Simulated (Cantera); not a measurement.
An isothermal, constant-pressure homogeneous reactor starts with C2H6 : N2 = 1 : 39 (molar parts), at 1473 K and 10.00 Torr. Integrator tolerance rtol = 1e-08.

Cantera simulation using GRI-Mech 3.0 (53 species, 325 reactions); the numbers are that mechanism's predictions, not measurements. GRI-Mech 3.0 stops at C3 and has no aromatics, soot or wall deposition, so with more carbon than oxygen in the feed, carbon stays in small species such as C2H2 where larger ones or solid carbon would form. Radical loss at walls, strong at low pressure, is not modelled.

**Question.** What does this change do: temperature 1473 to 1650 K?

**Answer.** 
```
quantity                                             before                                      after
-----------------  ----------------------------------------  -----------------------------------------
x(C2H6) at 4.00 s  6.49e-7 (gas-phase equilibrium 9.51e-12)     2.46e-8 (gas-phase equilibrium <1e-12)
x(CH2) at 4.00 s   9.73e-9 (gas-phase equilibrium 5.03e-11)   1.01e-7 (gas-phase equilibrium 5.02e-10)
x(H) at 4.00 s      1.32e-5 (gas-phase equilibrium 2.41e-5)  0.000128 (gas-phase equilibrium 0.000173)
x(CH4) at 4.00 s    0.00561 (gas-phase equilibrium 1.22e-5)   0.000688 (gas-phase equilibrium 1.91e-6)
x(H2) at 4.00 s       0.0394 (gas-phase equilibrium 0.0476)      0.0465 (gas-phase equilibrium 0.0475)
x(C2H) at 4.00 s    1.12e-8 (gas-phase equilibrium 4.80e-9)    2.82e-7 (gas-phase equilibrium 7.93e-8)
```

**Question.** What does this change do: pressure from 10.00 Torr to 323 Torr?

**Answer.** 
| quantity | before | after |
|---|---|---|
| x(C2H6) at 4.00 s | 6.49e-7 (gas-phase equilibrium 9.51e-12) | 7.46e-7 (gas-phase equilibrium 9.51e-9) |
| x(CH2) at 4.00 s | 9.73e-9 (gas-phase equilibrium 5.03e-11) | 4.82e-10 (gas-phase equilibrium 4.97e-11) |
| x(H) at 4.00 s | 1.32e-5 (gas-phase equilibrium 2.41e-5) | 3.46e-6 (gas-phase equilibrium 4.21e-6) |
| x(CH4) at 4.00 s | 0.00561 (gas-phase equilibrium 1.22e-5) | 0.00429 (gas-phase equilibrium 0.000383) |
| x(H2) at 4.00 s | 0.0394 (gas-phase equilibrium 0.0476) | 0.0412 (gas-phase equilibrium 0.0470) |
| x(C2H) at 4.00 s | 1.12e-8 (gas-phase equilibrium 4.80e-9) | 2.88e-9 (gas-phase equilibrium 8.38e-10) |
